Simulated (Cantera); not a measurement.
Feed: 1 mol Hg, 0.027 mol O2, 17 mol N2, equilibrated at 1.43 Torr.

Equilibrium computed with Cantera from the NASA thermochemical tables; the gas is ideal and each condensed phase is pure. Candidate condensed phases: Hg, HgO; 10 gas species. Rates play no part. All values below are at 973 K.

Base state: N2 0.943, Hg 0.0555, O2 0.00150 (mole fractions); condensed: gas only.

Question: What changes in the equilibrium state with this change: Hg replaced by PbO?

Answer: 
| species | before | after |
|---|---|---|
| N2 | 0.943 | 0.998 |
| O2 | 0.00150 | 0.00158 |
| PbO | 0 | 6.37e-5 |
| Hg | 0.0555 | 0 |
| PbO(yellow), mol | 0 | 0.999 |
Further candidate phases: Pb, PbO, PbO2, Pb3O4.
